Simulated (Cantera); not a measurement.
# Ignition delay

Mixture: 7.74 % CH4, 0.271 % C2H6, 19.3 % O2, 72.6 % N2, equivalence ratio 0.85, at 480 Torr, adiabatic and at constant pressure. Ignition delay is the time to a rise of 400 K.

Detailed kinetics in Cantera: GRI-Mech 3.0 (53 species, 325 reactions).

| T0 (K) | delay (ms) |
|---|---|
| 1225 | 17.2 |
| 1325 | 4.71 |
| 1425 | 1.43 |
| 1525 | 0.512 |
| 1625 | 0.221 |
| 1725 | 0.113 |
| 1825 | 0.0671 |

```
Item                                                    Result
--------------------------------------------------  ----------
apparent activation energy between 1625 and 1825 K  150 kJ/mol
```
